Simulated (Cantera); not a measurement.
An isothermal, constant-pressure homogeneous reactor starts with CH₃OH : O₂ : N₂ = 0.0068 : 0.0026 : 1 (molar parts), equivalence ratio 3.9, at 1575 K and 10.0 bar. Integrator tolerance rtol = 1e-08.

Computed with Cantera and GRI-Mech 3.0 (53 species, 325 reactions). GRI-Mech 3.0 was tuned for natural gas; its chemistry of methanol as a main component is partial and can be far from experiment.

Q: What does this change do: 0.029 parts CH4 added?

A: 
| quantity | before | after |
|---|---|---|
| x(CH₃OH) at 2.00 s | 6.82e-11 (gas-phase equilibrium <1e-12) | 3.57e-9 (gas-phase equilibrium <1e-12) |
| x(O₂) at 2.00 s | <1e-12 (gas-phase equilibrium <1e-12) | <1e-12 (gas-phase equilibrium <1e-12) |
| x(CO) at 2.00 s | 0.00575 (gas-phase equilibrium 0.00575) | 0.00830 (gas-phase equilibrium 0.0111) |
| x(CH₂) at 2.00 s | 1.77e-12 (gas-phase equilibrium <1e-12) | 3.28e-10 (gas-phase equilibrium 1.02e-10) |
| x(O) at 2.00 s | 2.44e-12 (gas-phase equilibrium 2.44e-12) | <1e-12 (gas-phase equilibrium <1e-12) |
GRI-Mech 3.0 stops at C3 and has no aromatics, soot or wall deposition, so with more carbon than oxygen in the feed, carbon stays in small species such as C2H2 where larger ones or solid carbon would form.
